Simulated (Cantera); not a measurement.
Mixture: CO : H₂ : CH₄ : O₂ : N₂ = 1 : 1.5 : 0.36 : 0.985 : 3.64 (molar parts), at 1000000 Pa, adiabatic and at constant pressure. Ignition delay is the time to a rise of 400 K.

Cantera simulation using GRI-Mech 3.0 (53 species, 325 reactions); the numbers are that mechanism's predictions, not measurements.

Question: What does this change do: pressure from 1000000 Pa to 35000 Pa?

Answer: 
```json
[
 {"quantity": "delay at 1150 K", "before": "0.155 ms", "after": "0.748 ms"},
 {"quantity": "delay at 1250 K", "before": "38.4 µs", "after": "0.357 ms"},
 {"quantity": "delay at 1350 K", "before": "16.0 µs", "after": "0.201 ms"},
 {"quantity": "delay at 1450 K", "before": "8.38 µs", "after": "0.126 ms"},
 {"quantity": "delay at 1550 K", "before": "4.92 µs", "after": "86.1 µs"},
 {"quantity": "delay at 1650 K", "before": "3.13 µs", "after": "61.7 µs"},
 {"quantity": "apparent activation energy between 1450 and 1650 K", "before": "98 kJ/mol", "after": "71 kJ/mol"}
]
```
